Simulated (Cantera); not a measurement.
A Cantera script and what it prints.

```python
import numpy as np
import cantera as ct

gas_names = """
    B BH BH2 BH3 BO BO2 B2 B2O B2O2 B2O3 B3O3H3 H HBO HBO2 HO2 H2 H2O H2O2 H3B3O6 O OH O2 O3
""".split()
cond_names = """
    B(b) B(L) B2O3(L) B3O3H3(cr) H2O(s) H2O(L)
""".split()


# ... load() reads the species with a 1 bar reference pressure and builds the phases ...
atoms = {
    'B2H6': {'B': 2, 'H': 6},
    'O2': {'O': 2},
    'H2': {'H': 2},
}
top_T = {}  # K; cautious upper limits of use, not melting points


# ... equilibrate(T, P, feed) seeds the gas with the atoms and calls Mixture.equilibrate('TP', solver="vcs", rtol=1e-11, max_steps=5000) ...
results = []
feed = {'B2H6': 1, 'O2': 0.3, 'H2': 41}  # mol
T = 1425  # K
for P in [10, 32, 100, 320, 1000, 3200, 10000, 32000, 100000]:
    mix = equilibrate(T, P, feed)
    results.append((T, P, feed, dict(zip(mix.species_names, mix.species_moles))))
    x = sorted(zip(gas.X, gas.species_names), reverse=True)
    print(f"T = {T:g} K  P = {P:g} Pa  gas = {mix.phase_moles(0):.4g} mol")
    print("   x: " + "  ".join(f"{s} {v:.3e}" for v, s in x if v > 1e-05))
    print("   condensed (mol): " + ("  ".join(f"{mix.phase(i).name} {mix.phase_moles(i):.4g}"
          for i in range(1, mix.n_phases) if mix.phase_moles(i) > 1e-12) or "none"))
```

It prints:

```
T = 1425 K  P = 10 Pa  gas = 44.32 mol
   x: H2 9.870e-01  HBO 1.098e-02  B2O2 1.127e-03  H 6.777e-04  BO 2.202e-04  HBO2 1.677e-05  B2O3 1.657e-05
   condensed (mol): B(b) 1.401
T = 1425 K  P = 32 Pa  gas = 44.31 mol
   x: H2 9.873e-01  HBO 1.100e-02  B2O2 1.132e-03  H 3.789e-04  BO 1.233e-04  HBO2 3.011e-05  B2O3 2.982e-05
   condensed (mol): B(b) 1.402
T = 1425 K  P = 100 Pa  gas = 44.3 mol
   x: H2 9.875e-01  HBO 1.096e-02  B2O2 1.122e-03  H 2.144e-04  BO 6.948e-05  HBO2 5.279e-05  B2O3 5.206e-05
   condensed (mol): B(b) 1.405
T = 1425 K  P = 320 Pa  gas = 44.3 mol
   x: H2 9.877e-01  HBO 1.080e-02  B2O2 1.089e-03  H 1.198e-04  HBO2 9.169e-05  B2O3 8.907e-05  BO 3.827e-05  B3O3H3 2.564e-05
   condensed (mol): B(b) 1.408
T = 1425 K  P = 1000 Pa  gas = 44.28 mol
   x: H2 9.882e-01  HBO 1.024e-02  B2O2 9.786e-04  B3O3H3 2.133e-04  HBO2 1.456e-04  B2O3 1.340e-04  H 6.781e-05  BO 2.052e-05
   condensed (mol): B(b) 1.412
T = 1425 K  P = 3200 Pa  gas = 44.19 mol
   x: H2 9.897e-01  HBO 8.212e-03  B3O3H3 1.128e-03  B2O2 6.290e-04  HBO2 1.676e-04  B2O3 1.236e-04  H 3.794e-05
   condensed (mol): B(b) 1.413
T = 1425 K  P = 10000 Pa  gas = 44.07 mol
   x: H2 9.926e-01  HBO 4.782e-03  B3O3H3 2.176e-03  B2O2 2.127e-04  HBO2 1.003e-04  B2O3 4.295e-05  H 2.149e-05
   condensed (mol): B(b) 1.429  B2O3(L) 0.0226
T = 1425 K  P = 32000 Pa  gas = 43.98 mol
   x: H2 9.937e-01  B3O3H3 3.588e-03  HBO 2.602e-03  B2O2 6.288e-05  HBO2 5.308e-05  B2O3 1.235e-05  H 1.202e-05
   condensed (mol): B(b) 1.403
T = 1425 K  P = 100000 Pa  gas = 43.94 mol
   x: H2 9.946e-01  B3O3H3 4.098e-03  HBO 1.272e-03  HBO2 2.243e-05  B2O2 1.503e-05
   condensed (mol): B(b) 1.401
```

Method: chemical equilibrium by Gibbs-energy minimisation in Cantera with the NASA 1993 tables (ideal gas, pure condensed phases). The feed counts by its element totals alone. Mutual solubility and eutectic melting of coexisting phases are not modelled.
